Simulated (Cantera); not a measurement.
**Ammonia decomposition in nitride growth gas**

An isothermal, constant-pressure homogeneous reactor starts with 16.9 % NH₃, 83.1 % N₂, at 1698 K and 101000 Pa.

Detailed kinetics in Cantera: the gas-phase N/H chemistry of the illustrative SiF4/NH3 mechanism in the Surface Chemkin manual (1991). Walls and surfaces, which speed up NH3 decomposition in real reactors, are not modelled.

```
t (s)      x NH₃      x NH    x N₂H₂       x N   x N₂      x H₂    x N₂H₄
--------  ------  --------  --------  --------  -----  --------  --------
2.00e-5    0.169  6.67e-11  2.24e-11    <1e-12  0.831   7.25e-7  1.69e-11
4.69e-5    0.169  5.03e-10  1.59e-10    <1e-12  0.831   1.72e-6  9.98e-11
0.000110   0.169   3.91e-9   1.00e-9  1.57e-12  0.831   4.08e-6  5.62e-10
0.000257   0.169   2.59e-8   6.14e-9  1.94e-11  0.831   9.84e-6   3.08e-9
0.000602   0.169   1.14e-7   3.53e-8  9.45e-11  0.830   2.65e-5   1.57e-8
0.00141    0.169   2.91e-7   1.32e-7  3.04e-10  0.830   9.56e-5   5.46e-8
0.00331    0.169   3.87e-7   1.96e-7  7.38e-10  0.830  0.000352   7.92e-8
0.00775    0.169   4.16e-7   1.98e-7   1.61e-9  0.830   0.00100   7.82e-8
0.0181     0.167   4.64e-7   1.95e-7   3.74e-9  0.830   0.00251   7.42e-8
0.0425     0.165   5.41e-7   1.90e-7   8.65e-9  0.829   0.00600   6.74e-8
0.0996     0.159   6.27e-7   1.78e-7   1.76e-8  0.827    0.0138   5.81e-8
0.233      0.146   6.79e-7   1.55e-7   2.80e-8  0.824    0.0305   4.69e-8
0.547      0.121   6.58e-7   1.15e-7   3.45e-8  0.817    0.0622   3.31e-8
1.28      0.0834   5.47e-7   6.41e-8   3.42e-8  0.806     0.110   1.78e-8
3.00      0.0436   3.68e-7   2.29e-8   2.71e-8  0.795     0.161   6.06e-9
```
x: mole fraction; the columns are a selection and need not sum to one.

Equilibrium at this temperature and pressure: NH₃ 3.29e-6, NH 4.74e-11, N₂H₂ <1e-12, N 4.68e-12, N₂ 0.783, H₂ 0.217, N₂H₄ <1e-12 (gas phase only).
